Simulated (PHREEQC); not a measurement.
NaOH is added in steps, without added water, to 1 kg of water holding 0.0045 mol Cu(BF4)2, 3.7e-05 mol H2SO4 and 0.00046 mol NaCl, at 20 °C. Oxygen is held at 0.21 atm. CO2 from the air is kept out. The run lets Cu(OH)2, Brochantite, Antlerite, Atacamite, Halite, Mirabilite, Chalcanthite, CuF2:2H2O precipitate or redissolve, and no other solid.

Base run: PHREEQC, ion-association model, wateq4f.dat. Each further column changes one thing. The table gives pH.

```
NaOH added (mol)   base  diluted 10-fold with water  Cu(BF4)2 from 0.0045 to 0.0225 mol/kgw  0.00024 mol/kgw LiBr added
----------------  -----  --------------------------  --------------------------------------  --------------------------
0                  2.92                  (withheld)                              (withheld)                        2.92
0.01015            4.09                       11.87                                    3.59                        4.09
0.01885            4.69                  (withheld)                                    4.01                        4.69
0.029              5.88                       12.49                                    4.34                        5.88
0.03915            8.91                       12.63                                    4.58                        8.91
0.04785           11.53                       12.72                              (withheld)                       11.53
0.058             12.19                  (withheld)                                    4.93                       12.19
```

**Question.** Complete the blanks.

**Answer.** 
- 0, diluted 10-fold with water: 3.14
- 0, Cu(BF4)2 from 0.0045 to 0.0225 mol/kgw: 2.75
- 0.01885, diluted 10-fold with water: 12.27
- 0.04785, Cu(BF4)2 from 0.0045 to 0.0225 mol/kgw: 4.75
- 0.058, diluted 10-fold with water: 12.80

Real BF4- forms and hydrolyses slowly; the run takes it at equilibrium. The database's constant for dissolved Cu(OH)2 is higher than later reviews accept.
